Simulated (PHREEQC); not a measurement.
Solution (20 °C): 0.015 mol KOH and 0.18 mol (CH3)4NCl per kg of water. It is in equilibrium with CO2 at log p = -2 (atm). Otherwise closed; pH follows from the charge balance.

Model: ion-association model, wateq4f.dat, run in PHREEQC.

| quantity | before | after |
|---|---|---|
| pH | 7.84 | 8.77 |
| ionic strength (mol/kgw) | 0.195 | 0.339 |
| CO3-2 (mol/kgw) | 0.000102 | 0.00892 |

Which change was made?
(A) (CH3)4NCl from 0.18 to 0.36 mol/kgw
(B) KOH from 0.015 to 0.15 mol/kgw
(C) KOH from 0.015 to 0.075 mol/kgw
(D) diluted 2-fold with water
(E) KOH from 0.015 to 0.0015 mol/kgw

B, KOH from 0.015 to 0.15 mol/kgw

No solid was allowed to form. (CH3)4N+ isn't in the database: it is added as a free cation with an ion size of 4 Å.
